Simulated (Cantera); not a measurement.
**Adiabatic ignition**

An adiabatic, constant-volume homogeneous reactor starts with C3H8 : O2 : N2 = 1 : 2.78 : 10.4 (molar parts), equivalence ratio 1.8, at 1600 K and 3750 Torr.

Computed with Cantera and GRI-Mech 3.0 (53 species, 325 reactions). GRI-Mech 3.0 was tuned for natural gas; its chemistry of propane as a main component is partial and can be far from experiment. Above 3000 K some thermodynamic fits are extrapolated.

| t (s) | T (K) | P (bar) | x C3H8 | x O2 | x H2 | x H2O2 | x OH | x C2H6 |
|---|---|---|---|---|---|---|---|---|
| 5.00e-6 | 1593 | 5.08 | 0.0515 | 0.186 | 0.00599 | 3.73e-5 | 5.41e-5 | 0.00305 |
| 1.69e-5 | 3087 | 12.0 | <1e-12 | 0.000359 | 0.100 | 1.45e-7 | 0.00732 | <1e-12 |
| 5.74e-5 | 3079 | 12.0 | <1e-12 | 0.000356 | 0.101 | 1.43e-7 | 0.00726 | <1e-12 |
| 0.000195 | 3076 | 12.0 | <1e-12 | 0.000348 | 0.101 | 1.41e-7 | 0.00718 | <1e-12 |
| 0.000660 | 3076 | 12.0 | <1e-12 | 0.000347 | 0.101 | 1.41e-7 | 0.00718 | <1e-12 |
| 0.00224 | 3076 | 12.0 | <1e-12 | 0.000347 | 0.101 | 1.41e-7 | 0.00718 | <1e-12 |
| 0.00758 | 3076 | 12.0 | <1e-12 | 0.000347 | 0.101 | 1.41e-7 | 0.00718 | <1e-12 |
| 0.0257 | 3076 | 12.0 | <1e-12 | 0.000347 | 0.101 | 1.41e-7 | 0.00718 | <1e-12 |
| 0.0871 | 3076 | 12.0 | <1e-12 | 0.000347 | 0.101 | 1.41e-7 | 0.00718 | <1e-12 |
| 0.295 | 3076 | 12.0 | <1e-12 | 0.000347 | 0.101 | 1.41e-7 | 0.00718 | <1e-12 |
| 1.00 | 3076 | 12.0 | <1e-12 | 0.000347 | 0.101 | 1.41e-7 | 0.00718 | <1e-12 |
x: mole fraction; the columns are a selection and need not sum to one.

time of steepest temperature rise: 11.6 µs
temperature at 1.00 s: 3076 K
equilibrium temperature: 3076 K
x(C3H8) at 1.00 s: <1e-12 (gas-phase equilibrium <1e-12)
x(O2) at 1.00 s: 0.000347 (gas-phase equilibrium 0.000347)
x(H2) at 1.00 s: 0.101 (gas-phase equilibrium 0.101)
